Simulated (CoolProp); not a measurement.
Vapour-liquid equilibrium of n-butane (1) + cyclohexane (2) at 360.4 K; x and y are mole fractions of (1).

Model: multi-fluid Helmholtz-energy mixture model, Bücker 2006 and Zhou 2014; pair parameters Bell 2016, in CoolProp.

```tsv
x	bubble pressure (bar)	y at the bubble point	dew pressure at overall composition x (bar)	liquid density (mol/L)
0.05	[?]	[?]	1.285	8.505
0.15	2.442	0.556	1.417	8.569
0.25	3.407	0.713	1.579	8.623
0.35	[?]	[?]	1.784	8.665
0.45	5.535	0.863	2.051	8.694
0.55	6.633	0.902	2.414	8.706
0.65	[?]	0.931	2.938	8.698
0.75	8.833	0.954	3.763	8.665
0.85	9.961	0.973	5.255	[?]
0.95	11.16	0.991	8.618	8.489
```

Question: Fill in the missing entries.

Answer: 
- 0.05, bubble pressure (bar): 1.595
- 0.05, y at the bubble point: 0.259
- 0.35, bubble pressure (bar): 4.451
- 0.35, y at the bubble point: 0.805
- 0.65, bubble pressure (bar): 7.731
- 0.85, liquid density (mol/L): 8.598

No azeotrope shows between x = 0.05 and 0.95.

The pair parameters rest on a limited set of measurements; away from them the model extrapolates.
